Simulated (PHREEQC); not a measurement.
## Buffer: speciation

Solution (25 °C): 120 mmol/kgw H3PO4 and 8.1 mmol/kgw Na2SO4. Closed to the air; pH follows from the charge balance.

The numbers come from PHREEQC with the ion-association model, phreeqc.dat.

Each row changes one thing in this solution. This is a speciation only: nothing precipitates in the calculation.

```csv
case,pH,ionic strength (mol/kgw),HSO4- (mol/kgw),SO4-2 (mol/kgw),NaSO4- (mol/kgw)
as made,1.64,0.0466,0.00448,0.00349,0.000132
temperature from 25 to 80 °C,1.77,0.0377,0.00635,0.00167,8.30e-5
H3PO4 from 0.12 to 0.06 mol/kgw,1.82,0.0376,0.00369,0.00424,0.000169
Na2SO4 from 0.0081 to 0.0121 mol/kgw,1.65,0.0556,0.00642,0.00539,0.000288
H3PO4 left out,7.07,0.0236,4.18e-8,0.00776,0.000344
temperature from 25 to 45 °C,1.69,0.0429,0.00515,0.00283,0.000120
```

Complexes and solids missing from the database can't appear. Constants without temperature data keep their 25 °C values here.
